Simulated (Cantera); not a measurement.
Input (Python, Cantera):

```python
import numpy as np
import cantera as ct

gas = ct.Solution("gri30.yaml")


def delay(T, t_max=10):
    gas.TPX = T, 200000, {'CH4': 1, 'H2': 0.058, 'O2': 1.86, 'N2': 7.01}
    reactor = ct.IdealGasConstPressureReactor(gas, clone=False)
    net = ct.ReactorNet([reactor])
    net.rtol, net.atol = 1e-8, 1e-16
    while net.time < t_max:
        t_old, T_old = net.time, reactor.T
        net.step()
        if reactor.T > T + 400:  # ignition: a rise of 400 K
            return t_old + (T + 400 - T_old) / (reactor.T - T_old) * (net.time - t_old)
    return np.nan


taus = []
for T in [1300, 1400, 1500, 1600, 1700, 1800]:
    taus.append(delay(T))
    print(f"T0 = {T:6g} K   tau = {taus[-1]:.4e} s")
```

Output:

```
T0 =   1300 K   tau = 4.3723e-03 s
T0 =   1400 K   tau = 1.4765e-03 s
T0 =   1500 K   tau = 5.4556e-04 s
T0 =   1600 K   tau = 2.2577e-04 s
T0 =   1700 K   tau = 1.0522e-04 s
T0 =   1800 K   tau = 5.4496e-05 s
```

Model: GRI-Mech 3.0 (53 species, 325 reactions), integrated in Cantera.
